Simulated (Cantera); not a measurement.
Charge: 1 mol SiCl₄, 3.4 mol NH₃, a varied amount of H₂, held at 1723.15 K and 24.0 mbar.

Method: chemical equilibrium by Gibbs-energy minimisation in Cantera with the NASA 1993 tables (ideal gas, pure condensed phases). Candidate condensed phases: NH₄Cl, Si, Si₃N₄; 28 gas species. Gases not in the tables: Si₂H₆ and higher silanes. Kinetics and transport are ignored.

Q: What share of the Si ends up in condensed phases as a function of n(H₂) (mol), at 0.88, 1.3, 1.9, 2.9, 4.3, 6.4, 9.6, 14, 21, 32, 47?

A: 
```json
[
 {"n(H₂) (mol)": "0.88", "Si condensed (%)": "0.0", "as": "-"},
 {"n(H₂) (mol)": "1.3", "Si condensed (%)": "0.0", "as": "-"},
 {"n(H₂) (mol)": "1.9", "Si condensed (%)": "0.0", "as": "-"},
 {"n(H₂) (mol)": "2.9", "Si condensed (%)": "0.0", "as": "-"},
 {"n(H₂) (mol)": "4.3", "Si condensed (%)": "0.0", "as": "-"},
 {"n(H₂) (mol)": "6.4", "Si condensed (%)": "0.0", "as": "-"},
 {"n(H₂) (mol)": "9.6", "Si condensed (%)": "0.0", "as": "-"},
 {"n(H₂) (mol)": "14", "Si condensed (%)": "8.6", "as": "Si(l)"},
 {"n(H₂) (mol)": "21", "Si condensed (%)": "19.6", "as": "Si(l)"},
 {"n(H₂) (mol)": "32", "Si condensed (%)": "31.8", "as": "Si(l)"},
 {"n(H₂) (mol)": "47", "Si condensed (%)": "43.0", "as": "Si(l)"}
]
```
